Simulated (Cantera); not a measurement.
An adiabatic, constant-volume homogeneous reactor starts with C2H4 : O2 : N2 : H2O = 1 : 4.92 : 18.5 : 0.95 (molar parts), at 1823 K and 5.10 bar. Integrator tolerance rtol = 1e-08.

Detailed kinetics in Cantera: GRI-Mech 3.0 (53 species, 325 reactions). GRI-Mech 3.0 was tuned for natural gas; its chemistry of ethylene as a main component is partial and can be far from experiment.

**Question.** What does this change do: pressure from 5.10 bar to 0.880 bar?

**Answer.** 
| quantity | before | after |
|---|---|---|
| time of steepest temperature rise | 2.69 µs | 14.2 µs |
| temperature at 10.0 s | 2957 K | 2823 K |
| equilibrium temperature | 2957 K | 2823 K |
| x(C2H4) at 10.0 s | <1e-12 (gas-phase equilibrium <1e-12) | <1e-12 (gas-phase equilibrium <1e-12) |
| x(O2) at 10.0 s | 0.0661 (gas-phase equilibrium 0.0661) | 0.0688 (gas-phase equilibrium 0.0688) |
| x(H2O) at 10.0 s | 0.0962 (gas-phase equilibrium 0.0962) | 0.0905 (gas-phase equilibrium 0.0905) |
| x(CH2O) at 10.0 s | 3.63e-10 (gas-phase equilibrium 3.63e-10) | 1.06e-10 (gas-phase equilibrium 1.06e-10) |
| x(C2H6) at 10.0 s | <1e-12 (gas-phase equilibrium <1e-12) | <1e-12 (gas-phase equilibrium <1e-12) |
| x(HCO) at 10.0 s | 4.85e-8 (gas-phase equilibrium 4.85e-8) | 2.19e-8 (gas-phase equilibrium 2.19e-8) |

**Question.** What does this change do: initial temperature 1823 to 1473 K?

**Answer.** 
| quantity | before | after |
|---|---|---|
| time of steepest temperature rise | 2.69 µs | 11.2 µs |
| temperature at 10.0 s | 2957 K | 2809 K |
| equilibrium temperature | 2957 K | 2809 K |
| x(C2H4) at 10.0 s | <1e-12 (gas-phase equilibrium <1e-12) | <1e-12 (gas-phase equilibrium <1e-12) |
| x(O2) at 10.0 s | 0.0661 (gas-phase equilibrium 0.0661) | 0.0667 (gas-phase equilibrium 0.0667) |
| x(H2O) at 10.0 s | 0.0962 (gas-phase equilibrium 0.0962) | 0.104 (gas-phase equilibrium 0.104) |
| x(CH2O) at 10.0 s | 3.63e-10 (gas-phase equilibrium 3.63e-10) | 1.46e-10 (gas-phase equilibrium 1.46e-10) |
| x(C2H6) at 10.0 s | <1e-12 (gas-phase equilibrium <1e-12) | <1e-12 (gas-phase equilibrium <1e-12) |
| x(HCO) at 10.0 s | 4.85e-8 (gas-phase equilibrium 4.85e-8) | 1.72e-8 (gas-phase equilibrium 1.72e-8) |
